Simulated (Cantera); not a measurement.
Feed: 1 mol SiCl4, a varied amount of H2, equilibrated at 2550 K and 0.150 bar.

Cantera equilibrium calculation (NASA polynomials, part measured and part estimated; ideal gas, pure solids and liquids). Candidate condensed phases: Si; 19 gas species. The tables' values for SiCl are old estimates; treat these amounts as uncertain. Gases not in the tables: Si2H6 and higher silanes. The numbers say what is thermodynamically allowed, not how fast it happens.

x: gas mole fraction; nothing condenses.

```
n(H2) (mol)   x H2     x H    x HCl      x Si        x Cl
-----------  -----  ------  -------  --------  ----------
91           0.875  0.0753   0.0374   0.00832  (withheld)
340          0.909  0.0768   0.0105   0.00246  (withheld)
580          0.915  0.0770  0.00621   0.00146  (withheld)
830          0.917  0.0771  0.00435   0.00103  (withheld)
1100         0.918  0.0772  0.00329  0.000777  (withheld)
1300         0.919  0.0772  0.00278  0.000658  (withheld)
1600         0.920  0.0772  0.00226  0.000536  (withheld)
1800         0.920  0.0773  0.00201  0.000476  (withheld)
```

### Question
Complete the blanks.

### Answer

- 91, x Cl: 0.00227
- 340, x Cl: 0.000626
- 580, x Cl: 0.000368
- 830, x Cl: 0.000257
- 1100, x Cl: 0.000194
- 1300, x Cl: 0.000165
- 1600, x Cl: 0.000134
- 1800, x Cl: 0.000119
